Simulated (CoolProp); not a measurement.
Chloromethane (R40) along the isotherm 443.2 K: Z from the reference equation and from simpler models built on Tc = 418.6 K, pc = 69.29 bar, ω = 0.150; each cubic takes its own stable root.

Values from CoolProp's reference Helmholtz-energy equation of state, Thol 2014.

```tsv
p (bar)	phase	reference	van der Waals	Redlich-Kwong	Soave-Redlich-Kwong	Peng-Robinson
43.3	gas	0.7860	0.8098	0.7950	0.7996	0.7791
86.6	supercritical	0.4602	0.4251	0.4660	0.4948	0.4660
130	supercritical	0.3312	0.4258	0.3766	0.3876	0.3547
173	supercritical	0.3879	0.5147	0.4363	0.4439	0.4030
217	supercritical	0.4554	0.6092	0.5052	0.5117	0.4631
260	supercritical	0.5224	0.7014	0.5734	0.5793	0.5234
303	supercritical	0.5891	0.7925	0.6410	0.6466	0.5837
346	supercritical	0.6550	0.8826	0.7079	0.7133	0.6434
```
